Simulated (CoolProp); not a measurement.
A single-stage vapour-compression cycle with CH2F2 (R32): evaporating at 208.15 K (dew point), condensing at 235.15 K (bubble point), superheat 10 K, subcooling 5 K, compressor efficiency 0.6, no pressure losses. Each further row changes one setting.

Computed with CoolProp (reference Helmholtz-energy equation of state, Tillner-Roth 1997).

```tsv
case	cooling COP	pressure ratio	discharge temperature (K)	refrigerating effect (kJ/kg)	volumetric capacity (kJ/m³)
as stated	4.05	3.98	332.4	369	527
evaporating temperature 213.15 K	5.22	2.99	313.4	372	695
condensing temperature 230.15 K	5.08	3.17	312.7	377	539
subcooling 10 K	4.14	3.98	332.4	377	539
superheat 20 K	3.95	3.98	345.8	377	513
compressor efficiency 0.5	3.38	3.98	352.3	369	527
```
